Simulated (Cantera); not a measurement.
**Halide evaporation, hydrolysis and transport: CsCl + H₂ + N₂**

Input: 1 mol CsCl, 15 mol H₂, 8.5 mol N₂, equilibrated at 10.0 mbar.

Equilibrium computed with Cantera from the NASA thermochemical tables; the gas is ideal and each condensed phase is pure. Candidate condensed phases: Cs, CsCl, NH₄Cl; 16 gas species. The numbers say what is thermodynamically allowed, not how fast it happens.

At 898 K the condensed part is CsCl(s). From 973 K to 1573 K nothing is condensed. The main Cs-bearing gas is Cs₂Cl₂ at 898 K and CsCl at 1573 K.

```
T (K)  log p H₂  log p N₂  log p CsCl  log p Cs₂Cl₂  log p Cs  log p HCl  n CsCl(s)
-----  --------  --------  ----------  ------------  --------  ---------  ---------
898       -2.20     -2.45       -4.17         -4.45     -8.11      -8.11      0.669
973       -2.21     -2.46       -3.60         -4.10     -7.33      -7.33          0
1048      -2.21     -2.46       -3.46         -4.49     -6.83      -6.83          0
1123      -2.21     -2.46       -3.41         -4.97     -6.43      -6.43          0
1198      -2.21     -2.46       -3.40         -5.44     -6.10      -6.10          0
1273      -2.21     -2.46       -3.39         -5.88     -5.81      -5.81          0
1348      -2.21     -2.46       -3.39         -6.27     -5.56      -5.56          0
1423      -2.21     -2.46       -3.39         -6.63     -5.33      -5.33          0
1498      -2.21     -2.46       -3.40         -6.95     -5.13      -5.13          0
1573      -2.21     -2.46       -3.40         -7.24     -4.94      -4.94          0
```
log p: log10 of the partial pressure in bar; n: condensed amount in mol.
